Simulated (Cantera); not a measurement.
Feed: 1 mol Ta2O5, 0.37 mol H2, 0.039 mol H2O, equilibrated at 1723 K and 10.0 Torr.

Cantera equilibrium calculation (NASA polynomials, part measured and part estimated; ideal gas, pure solids and liquids). Equilibrium is a limit: real reactors are often held back by kinetics, nucleation or transport.

```tsv
species	before	after
H2	0.903	0.900
H2O	0.0953	0.0951
H	0.00150	0.00443
OH	8.68e-6	3.45e-5
Ta2O5(s), mol	1.00	1.00
```
Gas species are given as mole fractions.

Name the change that produced these shifts.
(A) pressure from 10.0 Torr to 113 Torr
(B) temperature from 1723 K to 1850 K
(C) pressure from 10.0 Torr to 1800 Torr
(D) pressure from 10.0 Torr to 100 Torr

B, temperature from 1723 K to 1850 K
